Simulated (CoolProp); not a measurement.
Properties of carbon monoxide at several states.

The numbers come from the reference Helmholtz-energy equation of state, Lemmon 2006 in CoolProp. It is a short technical equation, of lower accuracy than the large ones.

| T (°C) | p (bar) | phase | density (kg/m³) | cv (kJ/(kg K)) | Joule-Thomson coefficient (K/MPa) | isothermal compressibility (1/MPa) | fugacity coefficient |
|---|---|---|---|---|---|---|---|
| -180.95 | 0.199 | gas | 0.7311 | 0.7454 | 20.75 | 50.53 | 0.9946 |
| -141.25 | 0.221 | gas | 0.5657 | 0.7429 | 10.72 | 45.35 | 0.9978 |
| -198.25 | 1.35 | liquid | 822.1 | 1.196 | -0.3523 | 0.002494 | 0.3174 |
| 208.35 | 1.3 | gas | 0.9091 | 0.7632 | 0.6659 | 7.689 | 1.000 |
| 205.15 | 188 | supercritical | 121.7 | 0.7819 | 0.1301 | 0.04812 | 1.082 |
| -183.35 | 16.2 | liquid | 760.7 | 1.092 | -0.2765 | 0.004064 | 0.1441 |
